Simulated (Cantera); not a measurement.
Mixture: 16.0 % CH₄, 20.0 % O₂, 64.0 % N₂, at 9.87 atm, adiabatic and at constant pressure. Ignition delay is the time to a rise of 400 K.

Detailed kinetics in Cantera: GRI-Mech 3.0 (53 species, 325 reactions).

### Question
Predict: delay at 1000 K; delay at 1075 K; delay at 1150 K; delay at 1225 K; delay at 1300 K; delay at 1375 K; delay at 1450 K; apparent activation energy between 1300 and 1450 K.

### Answer
| Quantity | Result |
|---|---|
| delay at 1000 K | 90.0 ms |
| delay at 1075 K | 28.0 ms |
| delay at 1150 K | 10.0 ms |
| delay at 1225 K | 3.89 ms |
| delay at 1300 K | 1.62 ms |
| delay at 1375 K | 0.712 ms |
| delay at 1450 K | 0.328 ms |
| apparent activation energy between 1300 and 1450 K | 170 kJ/mol |
